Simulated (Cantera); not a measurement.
Catalytic combustion on Pt

An isothermal plug-flow reactor at 825 K and 1.60 bar (inlet), inlet velocity 0.19 m/s, active area per volume 3800 1/m; feed CH₄ : O₂ : N₂ = 0.003 : 0.019 : 0.79 (molar parts).

Computed with Cantera and Deutschmann's 1995 Pt surface mechanism with GRI-Mech 3.0 gas chemistry. Catalytic surfaces can have several steady states; this one follows from the mechanism file's or the stated starting coverage. Mass transfer to the wall is taken as infinitely fast.

| z (m) | x CH₄ | x O₂ | x H₂O | x CO₂ | x CO | θ free Pt | θ O* | θ OH* |
|---|---|---|---|---|---|---|---|---|
| 0.00022 | 0.00359 | 0.0232 | 0.000204 | 0.000101 | 6.87e-7 | 0.0730 | 0.927 | 0.000449 |
| 0.00048 | 0.00348 | 0.0230 | 0.000439 | 0.000219 | 6.66e-7 | 0.0732 | 0.926 | 0.000653 |
| 0.001 | 0.00325 | 0.0225 | 0.000890 | 0.000444 | 6.24e-7 | 0.0736 | 0.925 | 0.000928 |
| 0.0022 | 0.00277 | 0.0216 | 0.00184 | 0.000919 | 5.36e-7 | 0.0745 | 0.924 | 0.00134 |
| 0.0048 | 0.00194 | 0.0199 | 0.00351 | 0.00175 | 3.78e-7 | 0.0763 | 0.922 | 0.00186 |
| 0.01 | 0.000905 | 0.0178 | 0.00558 | 0.00279 | 1.79e-7 | 0.0788 | 0.919 | 0.00238 |
| 0.022 | 0.000136 | 0.0163 | 0.00712 | 0.00356 | 2.72e-8 | 0.0808 | 0.916 | 0.00272 |
x: gas mole fraction; θ: surface coverage.
